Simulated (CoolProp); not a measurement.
Vapour-liquid equilibrium of nitrogen (1) + oxygen (2) at 0.145 MPa; x and y are mole fractions of (1).

Values from CoolProp's multi-fluid Helmholtz-energy mixture model, Span 2000 and Schmidt 1985; pair parameters Gernert 2013.

**Question.** Give the bubble temperature and the first vapour's composition at x = 0.275, 0.35, 0.8. Is there an azeotrope?

**Answer.** x = 0.275: -185.3 °C, y = 0.589; x = 0.35: -186.4 °C, y = 0.669; x = 0.8: -191.1 °C, y = 0.935. No azeotrope shows between x = 0.05 and 0.95.

Pair parameters are fitted to limited data, so mixtures are less certain than the pure fluids.
